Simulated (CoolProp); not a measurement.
A Linde-Hampson liquefier for methane: isothermal reversible compression at 200 K from 1 atm to 40 MPa, throttling to 1 atm, return gas leaving the recuperator 5 K below the feed. Each further row changes one setting.

Model: reference Helmholtz-energy equation of state, Setzmann 1991, in CoolProp.

```json
[
 {"case": "as stated", "liquid yield per pass": "0.489", "compression work (kJ/kg of gas)": "487"},
 {"case": "high pressure 80 MPa", "liquid yield per pass": "0.413", "compression work (kJ/kg of gas)": "593"},
 {"case": "warm-end temperature 230 K", "liquid yield per pass": "0.399", "compression work (kJ/kg of gas)": "609"},
 {"case": "warm-end gap 10 K", "liquid yield per pass": "0.481", "compression work (kJ/kg of gas)": "487"}
]
```
